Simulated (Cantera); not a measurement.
# Chlorosilane synthesis and conversion: Si + HCl + H2

Feed: 1 mol Si, 5.6 mol HCl, 10 mol H2, held at 1.30 bar.

These are equilibrium values from Cantera (NASA tables, ideal gas, pure condensed phases), not measurements of a reactor. Candidate condensed phases: Si; 19 gas species. The tables' values for SiCl3 are old estimates; treat these amounts as uncertain. Kinetics and transport are ignored.

```
T (°C)   x H2  x HCl  x SiCl4   x SiCl2  x SiHCl3   x SiCl3  x SiH2Cl2       x H
------  -----  -----  -------  --------  --------  --------  ---------  --------
227     0.822  0.110   0.0685    <1e-12   8.18e-7    <1e-12     <1e-12    <1e-12
327     0.822  0.110   0.0685    <1e-12   1.41e-5  4.34e-11   1.46e-10    <1e-12
427     0.822  0.110   0.0684    <1e-12  0.000105   6.98e-9    1.06e-8    <1e-12
527     0.821  0.110   0.0680  1.55e-10  0.000459   3.08e-7    2.50e-7  2.30e-12
627     0.820  0.111   0.0671   2.29e-8   0.00141   5.67e-6    2.80e-6  9.29e-11
727     0.819  0.113   0.0651   1.17e-6   0.00332   5.60e-5    1.83e-5   1.80e-9
827     0.815  0.116   0.0617   2.69e-5   0.00636  0.000346    7.87e-5   2.05e-8
927     0.809  0.122   0.0563  0.000330    0.0101   0.00146   0.000239   1.56e-7
1027    0.800  0.132   0.0479   0.00230    0.0132   0.00431   0.000512   8.68e-7
1127    0.783  0.150   0.0357   0.00912    0.0132   0.00876   0.000735   3.77e-6
1227    0.760  0.174   0.0220    0.0217   0.00997    0.0122   0.000719   1.35e-5
1327    0.739  0.196   0.0110    0.0355   0.00599    0.0126   0.000545   4.10e-5
```
x: gas mole fraction; nothing condenses.

From 227 °C to 1327 °C nothing is condensed. The main Si-bearing gas is SiCl4 at 227 °C and SiCl2 at 1327 °C.
